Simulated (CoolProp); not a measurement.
Properties of C2F6 (R116) along the isobar 42.5 bar.

Model: reference Helmholtz-energy equation of state, Lemmon 2006, in CoolProp. It is a short technical equation, of lower accuracy than the large ones.

```csv
T (K),phase,Z,fugacity coefficient
196.8,liquid,0.2218,0.03101
210.5,liquid,0.2152,0.05819
224.3,liquid,0.2105,0.09917
238.1,liquid,0.2078,0.1555
251.9,liquid,0.2075,0.2276
265.7,liquid,0.2103,0.3141
279.5,liquid,0.2184,0.4116
293.2,supercritical,0.2392,0.5139
307,supercritical,0.3405,0.6101
320.8,supercritical,0.5438,0.6769
334.6,supercritical,0.6496,0.7255
348.4,supercritical,0.7185,0.7646
362.2,supercritical,0.7690,0.7972
376,supercritical,0.8080,0.8248
389.7,supercritical,0.8390,0.8483
403.5,supercritical,0.8646,0.8688
```
